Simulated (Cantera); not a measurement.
Input: 1 mol SiH₄, 40 mol NH₃, 8.5 mol H₂, equilibrated at 5.20e-5 bar.

These are equilibrium values from Cantera (NASA tables, ideal gas, pure condensed phases), not measurements of a reactor. Candidate condensed phases: Si, Si₃N₄; 18 gas species. The numbers say what is thermodynamically allowed, not how fast it happens.

Which condensed phases are stable at each of these points (T (K)): 1623, 1673, 1723, 1773, 1823, 1873, 1923, 1973, 2023, 2073?


```
T (K)  condensed phases  Si condensed (%)
-----  ----------------  ----------------
1623              Si(s)              71.6
1673              Si(s)              23.8
1723           gas only               0.0
1773           gas only               0.0
1823           gas only               0.0
1873           gas only               0.0
1923           gas only               0.0
1973           gas only               0.0
2023           gas only               0.0
2073           gas only               0.0
```

From 1623 K to 1673 K the condensed part is Si(s). From 1723 K to 2073 K nothing is condensed.
